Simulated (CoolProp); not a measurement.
Vapour-liquid equilibrium of CHF3 (R23) (1) + R22 (2) at 0.0204 MPa; x and y are mole fractions of (1).

Values from CoolProp's multi-fluid Helmholtz-energy mixture model, Penoncello 2003 and Kamei 1995; pair parameters Bell 2016.

```
x     bubble temperature, mixture model (K)  bubble temperature, Raoult's law (K)  y, mixture model  y, Raoult's law
----  -------------------------------------  ------------------------------------  ----------------  ---------------
0.05                                  195.5                                 197.3             0.425            0.351
0.2                                   183.2                                 186.5             0.806            0.754
0.35                                  177.3                                 180.1             0.901            0.881
0.5                                   173.8                                 175.8             0.941            0.937
0.65                                  171.5                                 172.6             0.963            0.967
0.8                                   169.6                                 170.1             0.979            0.985
0.95                                  167.9                                 168.0             0.995            0.997
```

The largest gap from Raoult's law is -3.3 K in bubble temperature, at x = 0.2. No azeotrope shows between x = 0.05 and 0.95.

Pair parameters are fitted to limited data, so mixtures are less certain than the pure fluids.
